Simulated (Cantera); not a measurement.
What does this Cantera script print?

```python
import numpy as np
import cantera as ct

gas_names = """
    H HO2 H2 H2O H2O2 O OH O2 O3 V VO VO2
""".split()
cond_names = """
    H2O(s) H2O(L) V(cr) V(L) VO(s) VO(L) V2O3(s) V2O3(L) V2O4(I) V2O4(II) V2O4(L) V2O5(s) V2O5(L)
""".split()


# ... load() reads the species with a 1 bar reference pressure and builds the phases ...
atoms = {
    'V2O3': {'V': 2, 'O': 3},
    'H2': {'H': 2},
}
top_T = {}  # K; cautious upper limits of use, not melting points


# ... equilibrate(T, P, feed) seeds the gas with the atoms and calls Mixture.equilibrate('TP', solver="vcs", rtol=1e-11, max_steps=5000) ...
results = []
feed = {'V2O3': 1, 'H2': 28}  # mol
P = 110000  # Pa
for T in [773, 873, 973, 1073, 1173, 1273, 1373, 1473, 1573, 1673, 1773, 1873]:
    mix = equilibrate(T, P, feed)
    results.append((T, P, feed, dict(zip(mix.species_names, mix.species_moles))))

top = {s: max(r[3][s] / sum(r[3][g] for g in gas_names) for r in results) for s in gas_names}
cols = sorted((s for s in top if top[s] > 1e-06), key=lambda s: -top[s])[:8]
seen = [c for c in cond_names if any(r[3].get(c, 0) > 1e-12 for r in results)]
print("log10 of partial pressures in bar; condensed amounts in mol")
print(f"{'T/K':>10s}" + "".join(f"{s[:9]:>10s}" for s in cols + seen))
for T, P, feed, n in results:
    ng = sum(n[g] for g in gas_names)
    print(f"{T:10.4g}" + "".join(f"{np.log10(max(n[s] / ng * P / 1e5, 1e-99)):10.3f}" for s in cols)
          + "".join(f"{n.get(c, 0):10.4g}" for c in seen))
```

It prints:

```
log10 of partial pressures in bar; condensed amounts in mol
       T/K        H2       H2O         H       VO2     VO(s)   V2O3(s)
       773     0.041    -5.854   -12.021   -27.041 7.125e-05         1
       873     0.041    -5.026   -10.309   -22.834 0.0004793    0.9998
       973     0.041    -4.373    -8.945   -19.505  0.002155    0.9989
      1073     0.041    -3.845    -7.833   -16.807  0.007266    0.9964
      1173     0.041    -3.410    -6.908   -14.578   0.01982    0.9901
      1273     0.041    -3.044    -6.126   -12.708   0.04602     0.977
      1373     0.041    -2.732    -5.457   -11.118   0.09428    0.9529
      1473     0.040    -2.464    -4.878    -9.750    0.1749    0.9126
      1573     0.039    -2.231    -4.371    -8.562    0.2994    0.8503
      1673     0.038    -2.026    -3.925    -7.522    0.4797    0.7602
      1773     0.036    -1.845    -3.528    -6.605    0.7274    0.6363
      1873     0.033    -1.685    -3.174    -5.790     1.053    0.4735
```

These are equilibrium values from Cantera (NASA tables, ideal gas, pure condensed phases), not measurements of a reactor. Mutual solubility and eutectic melting of coexisting phases are not modelled. VO: taken at fixed stoichiometry. Condensed phases not in the tables: the oxides between V2O3 and V2O5 other than VO2.
